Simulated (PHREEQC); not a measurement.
Dissolve 1.5 mmol/kgw NH3 and 160 mmol/kgw Na2CO3 at 25 °C. Closed to the air; pH follows from the charge balance.

Model: ion-association model, wateq4f.dat, run in PHREEQC.

```csv
quantity,before,after
pH,11.31,11.34
ionic strength (mol/kgw),0.307,0.430
NaCO3- (mol/kgw),0.0851,0.143
CO3-2 (mol/kgw),0.0720,0.0934
HCO3- (mol/kgw),0.00281,0.00311
SI of Natron (Na2CO3:10H2O),-1.97,-1.62
SI of Nahcolite (NaHCO3),-2.91,-2.73
```

**Question.** What was changed between the two runs?
(A) temperature from 25 to 80 °C
(B) Na2CO3 from 0.16 to 0.24 mol/kgw
(C) Na2CO3 from 0.16 to 0.144 mol/kgw
(D) Na2CO3 from 0.16 to 0.08 mol/kgw
(E) NH3 replaced by NH4HS at the same molality

**Answer.** B, Na2CO3 from 0.16 to 0.24 mol/kgw

Precipitation was switched off in this run.
